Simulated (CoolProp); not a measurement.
R141b at several states: Z from the reference equation and from simpler models built on Tc = 477.5 K, pc = 42.12 bar, ω = 0.220; each cubic takes its own stable root.

Computed with CoolProp (reference Helmholtz-energy equation of state, Lemmon 2006). It is a short technical equation, of lower accuracy than the large ones.

```tsv
T (K)	p (bar)	phase	reference	van der Waals	Redlich-Kwong	Soave-Redlich-Kwong	Peng-Robinson
315.4	121	liquid	0.4399	0.6900	0.4843	0.4742	0.4213
415.8	23.5	liquid	0.08266	0.6745	0.09876	0.09439	0.08330
448.9	49.6	liquid	0.1782	0.2757	0.2128	0.2069	0.1841
318.1	11.2	liquid	0.04138	0.06771	0.04643	0.04507	0.03986
427.1	45.5	liquid	0.1584	0.2495	0.1860	0.1797	0.1592
291.5	0.306	gas	0.9865	0.9932	0.9903	0.9894	0.9890
```

At some of these states van der Waals gives the other phase, because its saturation line lies elsewhere.
